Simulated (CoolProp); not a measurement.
The numbers come from the reference Helmholtz-energy equation of state, Thol 2016 in CoolProp.

For hexamethyldisiloxane (MM), give the phase and the density (kg/m³), cp (kJ/(kg K)), speed of sound (m/s), expansivity (1/kK) at -61.05 °C and 0.101 MPa.


- -61.05 °C and 0.101 MPa: liquid; density 848, cp 1.73, speed of sound 1200, expansivity 1.20
